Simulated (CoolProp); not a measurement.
Values from CoolProp's reference Helmholtz-energy equation of state, Fiedler 2023.

### Question
Give the vapour pressure (bar), liquid density (kg/m³), vapour density (kg/m³), liquid cp (kJ/(kg K)) of saturated tetrahydrofuran at 353.4 K.

### Answer
| T (K) | p (bar) | liquid density (kg/m³) | vapour density (kg/m³) | liquid cp (kJ/(kg K)) |
|---|---|---|---|---|
| 353.4 | 1.58 | 819 | 4.03 | 1.94 |
